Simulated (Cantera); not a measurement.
Charge: 1 mol FeS₂, 0.44 mol O₂, 13 mol N₂, 0.32 mol SO₂, equilibrated at 702 °C and 0.820 bar.

Equilibrium computed with Cantera from the NASA thermochemical tables; the gas is ideal and each condensed phase is pure. Candidate condensed phases: Fe, FeO, FeS, FeSO₄, FeS₂, Fe₂O₃, Fe₂(SO₄)₃, Fe₃O₄, S; 19 gas species. FeS: taken at fixed stoichiometry. Gases not in the tables: S₃ to S₇. Equilibrium is a limit: real reactors are often held back by kinetics, nucleation or transport.

Base state: N₂ 0.926, SO₂ 0.0538, S₂ 0.0194, S₂O 0.000677 (mole fractions); condensed: FeS(s).

Problem. What changes in the equilibrium state with this change: temperature from 702 °C to 425 °C?

Solution. 
| species | before | after |
|---|---|---|
| N₂ | 0.926 | 0.952 |
| SO₂ | 0.0538 | 0.0476 |
| S₂ | 0.0194 | 2.15e-5 |
| S₂O | 0.000677 | 4.69e-6 |
| FeS(s), mol | 1.00 | 0 |
| FeS₂(s), mol | 0 | 0.835 |
| Fe₃O₄(s), mol | 0 | 0.0551 |

Problem. What changes in the equilibrium state with this change: pressure from 0.820 bar to 10.0 bar?

Solution. 
```csv
species,before,after
N₂,0.926,0.926
SO₂,0.0538,0.0535
S₂,0.0194,0.0190
S₂O,0.000677,0.00124
"FeS(s), mol",1.00,1.00
```
